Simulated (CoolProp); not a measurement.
Vapour-liquid equilibrium of ethylbenzene (1) + n-nonane (2) at 183.45 °C; x and y are mole fractions of (1).

Model: multi-fluid Helmholtz-energy mixture model, Zhou 2012 and Lemmon 2006; pair parameters Bell 2016, in CoolProp.

| x | bubble pressure, mixture model (MPa) | bubble pressure, Raoult's law (MPa) | y, mixture model | y, Raoult's law |
|---|---|---|---|---|
| 0.05 | 0.2299 | 0.2280 | 0.073 | 0.068 |
| 0.125 | 0.2390 | 0.2345 | 0.174 | 0.165 |
| 0.2 | 0.2478 | 0.2410 | 0.268 | 0.257 |
| 0.275 | 0.2563 | 0.2475 | 0.354 | 0.345 |
| 0.35 | 0.2643 | 0.2539 | 0.433 | 0.427 |
| 0.425 | 0.2718 | 0.2604 | 0.507 | 0.506 |
| 0.5 | 0.2787 | 0.2669 | 0.577 | 0.581 |
| 0.575 | 0.2851 | 0.2734 | 0.643 | 0.652 |
| 0.65 | 0.2910 | 0.2798 | 0.706 | 0.720 |
| 0.725 | 0.2962 | 0.2863 | 0.768 | 0.785 |
| 0.8 | 0.3009 | 0.2928 | 0.829 | 0.847 |
| 0.875 | 0.3049 | 0.2993 | 0.892 | 0.907 |
| 0.95 | 0.3082 | 0.3057 | 0.956 | 0.963 |

The largest gap from Raoult's law is +4.4 % in bubble pressure, at x = 0.5. No azeotrope shows between x = 0.05 and 0.95.

The pair parameters rest on a limited set of measurements; away from them the model extrapolates.
